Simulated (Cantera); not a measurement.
Cantera run:

```python
import numpy as np
import cantera as ct

gas_names = """
    CL CL2 H HCL H2 Si SiCL SiCL2 SiCL3 SiCL4 SiH SiHCL3 SiH2 SiH2CL2 SiH3 SiH3CL SiH4 Si2 Si3
""".split()
cond_names = """
    Si(cr) Si(L)
""".split()


# ... load() reads the species with a 1 bar reference pressure and builds the phases ...
atoms = {
    'Si': {'Si': 1},
    'Cl2': {'CL': 2},
    'H2': {'H': 2},
}
top_T = {}  # K; cautious upper limits of use, not melting points


# ... equilibrate(T, P, feed) seeds the gas with the atoms and calls Mixture.equilibrate('TP', solver="gibbs", rtol=1e-10, max_steps=50000) ...
results = []
P = 77000  # Pa
for T in [973, 1073, 1173, 1273, 1373, 1473, 1573, 1673, 1773]:
    for m in [0.5, 0.71, 0.92, 1.1, 1.3, 1.6, 1.8, 2, 2.2, 2.4, 2.6, 2.8]:
        feed = {'Si': 1, 'Cl2': m, 'H2': 0.97}  # mol
        mix = equilibrate(T, P, feed)
        results.append((T, P, feed, dict(zip(mix.species_names, mix.species_moles))))

for T, P, feed, n in results:
    print(f"{T:7g} {feed['Cl2']:10.4g}  " + (" + ".join(c for c in cond_names if n.get(c, 0) > 1e-12) or "gas only"))
```

It prints:

```
    973        0.5  Si(cr)
    973       0.71  Si(cr)
    973       0.92  Si(cr)
    973        1.1  Si(cr)
    973        1.3  Si(cr)
    973        1.6  Si(cr)
    973        1.8  Si(cr)
    973          2  gas only
    973        2.2  gas only
    973        2.4  gas only
    973        2.6  gas only
    973        2.8  gas only
   1073        0.5  Si(cr)
   1073       0.71  Si(cr)
   1073       0.92  Si(cr)
   1073        1.1  Si(cr)
   1073        1.3  Si(cr)
   1073        1.6  Si(cr)
   1073        1.8  Si(cr)
   1073          2  gas only
   1073        2.2  gas only
   1073        2.4  gas only
   1073        2.6  gas only
   1073        2.8  gas only
   1173        0.5  Si(cr)
   1173       0.71  Si(cr)
   1173       0.92  Si(cr)
   1173        1.1  Si(cr)
   1173        1.3  Si(cr)
   1173        1.6  Si(cr)
   1173        1.8  Si(cr)
   1173          2  gas only
   1173        2.2  gas only
   1173        2.4  gas only
   1173        2.6  gas only
   1173        2.8  gas only
   1273        0.5  Si(cr)
   1273       0.71  Si(cr)
   1273       0.92  Si(cr)
   1273        1.1  Si(cr)
   1273        1.3  Si(cr)
   1273        1.6  Si(cr)
   1273        1.8  Si(cr)
   1273          2  gas only
   1273        2.2  gas only
   1273        2.4  gas only
   1273        2.6  gas only
   1273        2.8  gas only
   1373        0.5  Si(cr)
   1373       0.71  Si(cr)
   1373       0.92  Si(cr)
   1373        1.1  Si(cr)
   1373        1.3  Si(cr)
   1373        1.6  Si(cr)
   1373        1.8  Si(cr)
   1373          2  gas only
   1373        2.2  gas only
   1373        2.4  gas only
   1373        2.6  gas only
   1373        2.8  gas only
   1473        0.5  Si(cr)
   1473       0.71  Si(cr)
   1473       0.92  Si(cr)
   1473        1.1  Si(cr)
   1473        1.3  Si(cr)
   1473        1.6  Si(cr)
   1473        1.8  gas only
   1473          2  gas only
   1473        2.2  gas only
   1473        2.4  gas only
   1473        2.6  gas only
   1473        2.8  gas only
   1573        0.5  Si(cr)
   1573       0.71  Si(cr)
   1573       0.92  Si(cr)
   1573        1.1  Si(cr)
   1573        1.3  Si(cr)
   1573        1.6  gas only
   1573        1.8  gas only
   1573          2  gas only
   1573        2.2  gas only
   1573        2.4  gas only
   1573        2.6  gas only
   1573        2.8  gas only
   1673        0.5  Si(cr)
   1673       0.71  Si(cr)
   1673       0.92  Si(cr)
   1673        1.1  Si(cr)
   1673        1.3  Si(cr)
   1673        1.6  gas only
   1673        1.8  gas only
   1673          2  gas only
   1673        2.2  gas only
   1673        2.4  gas only
   1673        2.6  gas only
   1673        2.8  gas only
   1773        0.5  Si(L)
   1773       0.71  Si(L)
   1773       0.92  Si(L)
   1773        1.1  Si(L)
   1773        1.3  Si(L)
   1773        1.6  gas only
   1773        1.8  gas only
   1773          2  gas only
   1773        2.2  gas only
   1773        2.4  gas only
   1773        2.6  gas only
   1773        2.8  gas only
```

Cantera equilibrium calculation (NASA polynomials, part measured and part estimated; ideal gas, pure solids and liquids). The tables' values for SiCl3 are old estimates.
